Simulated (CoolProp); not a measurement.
Vapour-liquid equilibrium of n-perfluorobutane (1) + R365MFC (2) at 0.0476 MPa; x and y are mole fractions of (1).

Values from CoolProp's multi-fluid Helmholtz-energy mixture model, Gao 2022 and Lemmon 2016; pair parameters Bell 2016.

Problem. Give the bubble temperature and the first vapour's composition at x = 0.15, 0.25, 0.95. Is there an azeotrope?

Solution. x = 0.15: 262.1 K, y = 0.802; x = 0.25: 258.4 K, y = 0.846; x = 0.95: 254.1 K, y = 0.965. No azeotrope shows between x = 0.05 and 0.95.

Pair parameters are fitted to limited data, so mixtures are less certain than the pure fluids. With so large a gap from Raoult's law the liquid may split in two, which this calculation doesn't test in full.
